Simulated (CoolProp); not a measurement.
Saturated liquid density (kg/m³) of dimethyl carbonate: the reference equation beside estimates from Tc = 283.9 °C, pc = 4.909 MPa, ω = 0.346.

The numbers come from the reference Helmholtz-energy equation of state, Zhou 2011 in CoolProp.

| T (°C) | reference | Redlich-Kwong | Soave-Redlich-Kwong | Peng-Robinson |
|---|---|---|---|---|
| 119.85 | 930.3 | 785.4 | 830.3 | 939.8 |
| 123.65 | 924.5 | 779.5 | 824.7 | 933.7 |
| 127.45 | 918.7 | 773.5 | 819.0 | 927.5 |
| 131.25 | 912.8 | 767.5 | 813.3 | 921.2 |
| 135.05 | 906.9 | 761.4 | 807.4 | 914.7 |
| 138.85 | 900.9 | 755.1 | 801.4 | 908.1 |
| 142.65 | 894.8 | 748.8 | 795.2 | 901.3 |
| 146.45 | 888.7 | 742.4 | 789.0 | 894.4 |
| 150.25 | 882.5 | 735.8 | 782.6 | 887.3 |

Absolute difference from the reference over all 9 rows, mean and median: Redlich-Kwong 16.1 and 16.0 %, Soave-Redlich-Kwong 11.0 and 11.0 %, Peng-Robinson 0.8 and 0.9 %.
